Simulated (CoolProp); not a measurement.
A simple Rankine cycle with isobutane: condensing at 322.15 K, boiler at 1.71 MPa, turbine inlet 370.4 K, turbine efficiency 0.65, pump efficiency 0.7, no recuperator. Each further row changes one setting.

Model: reference Helmholtz-energy equation of state, Bücker 2006, in CoolProp.

```csv
case,thermal efficiency (%),net work (kJ/kg),heat in (kJ/kg),turbine exit temperature (K),volume ratio over the turbine
as stated,6.0,…,361,341.7,2.89
turbine inlet 390.4 K,6.0,24.7,…,364.6,2.77
condensing temperature 314.15 K,7.1,…,382,…,3.57
boiler pressure 1.2 MPa,4.0,15.3,382,355.0,1.87
turbine efficiency 0.55,5.0,18.0,361,…,2.91
```

Task: Fill in the missing entries.

Result: 
- as stated, net work (kJ/kg): 21.8
- turbine inlet 390.4 K, heat in (kJ/kg): 411
- condensing temperature 314.15 K, net work (kJ/kg): 27.0
- condensing temperature 314.15 K, turbine exit temperature (K): 336.8
- turbine efficiency 0.55, turbine exit temperature (K): 343.5
